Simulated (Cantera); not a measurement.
Charge: 1 mol Fe(CO)5, 0.4 mol CO, a varied amount of N2, at 1575 K and 1.00 bar.

Method: chemical equilibrium by Gibbs-energy minimisation in Cantera with the NASA 1993 tables (ideal gas, pure condensed phases). Candidate condensed phases: C, Fe, Fe(CO)5, FeO, Fe2O3, Fe3O4; 27 gas species. Iron dissolves carbon and melts from about 1420 K in contact with it, which pure phases cannot show. Condensed phases not in the tables: cementite and carbon dissolved in iron. The numbers say what is thermodynamically allowed, not how fast it happens.

x: gas mole fraction; n: condensed amount in mol.

```
n(N2) (mol)   x N2    x CO     x CO2     x Fe   x C2N2  n C(graphite)  n Fe(γ)
-----------  -----  ------  --------  -------  -------  -------------  -------
4.7          0.465   0.535  0.000101  6.83e-7  5.32e-9        0.00102    1.000
6.2          0.535   0.465   7.66e-5  6.83e-7  6.11e-9       0.000889    1.000
8            0.597   0.403   5.74e-5  6.83e-7  6.82e-9       0.000769    1.000
10             ___     ___       ___  6.83e-7      ___            ___    1.000
14           0.722     ___       ___  6.83e-7  8.25e-9              0    1.000
18           0.769   0.231   1.88e-5  6.83e-7  8.79e-9              0    1.000
23           0.810   0.190   1.28e-5  6.83e-7  9.26e-9              0    1.000
30           0.847   0.153   8.23e-6  6.83e-7  9.69e-9              0    1.000
40           0.881   0.119   5.00e-6  6.83e-7  1.01e-8              0    1.000
52           0.906  0.0941   3.13e-6  6.83e-7  1.04e-8              0    1.000
68           0.926  0.0736   1.91e-6  6.83e-7  1.06e-8              0    1.000
88           0.942  0.0578   1.18e-6  6.83e-7  1.08e-8              0    1.000
```

Q: Complete the blanks.

A: 
- 14, x CO: 0.278
- 14, x CO2: 2.74e-5
- 10, x N2: 0.649
- 10, x CO: 0.351
- 10, x CO2: 4.35e-5
- 10, x C2N2: 7.42e-9
- 10, n C(graphite): 0.000669
